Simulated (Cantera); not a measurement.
Mixture: H2 : O2 : N2 = 1 : 0.417 : 1.57 (molar parts), equivalence ratio 1.2, at 5.00 bar, adiabatic and at constant volume. Ignition delay is the time to a rise of 400 K.

Cantera simulation using GRI-Mech 3.0 (53 species, 325 reactions); the numbers are that mechanism's predictions, not measurements. The hydrogen kinetics of GRI-Mech 3.0 are dated; newer H2 mechanisms differ, most at raised pressure. Below about 950 K walls govern HO2 and H2O2 in real vessels.

Q: What does this change do: pressure from 5.00 bar to 1.00 bar?

A: 
```
quantity          before     after
---------------  -------  --------
delay at 925 K   70.6 ms   56.9 ms
delay at 1000 K  9.43 ms  0.314 ms
delay at 1075 K  1.12 ms  0.110 ms
delay at 1150 K  46.8 µs   61.2 µs
delay at 1225 K  11.8 µs   39.8 µs
delay at 1300 K  6.52 µs   28.2 µs
delay at 1375 K  4.36 µs   21.4 µs
```
